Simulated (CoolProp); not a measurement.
Nitrogen along the isobar 3.56 MPa: Z from the reference equation and from simpler models built on Tc = -147.0 °C, pc = 3.396 MPa, ω = 0.037; each cubic takes its own stable root.

Values from CoolProp's reference Helmholtz-energy equation of state, Span 2000.

| T (°C) | phase | reference |
|---|---|---|
| -160.65 | liquid | 0.1706 |
| -148.85 | liquid | 0.1967 |
| -137.05 | supercritical | 0.6424 |
| -125.25 | supercritical | 0.7569 |
| -113.55 | supercritical | 0.8218 |
| -101.75 | supercritical | 0.8654 |
| -89.95 | supercritical | 0.8965 |
| -78.15 | supercritical | 0.9196 |
| -66.35 | supercritical | 0.9373 |

Question: How far does each simpler model (van der Waals, Soave-Redlich-Kwong) lie from the reference over these 9 states: mean and median of the absolute difference, and the worst?

Answer: 
- van der Waals: mean 10.8 %, median 2.3 %, worst +42.3 % at -160.65 °C and 3.56 MPa
- Soave-Redlich-Kwong: mean 2.5 %, median 0.4 %, worst +14.8 % at -148.85 °C and 3.56 MPa
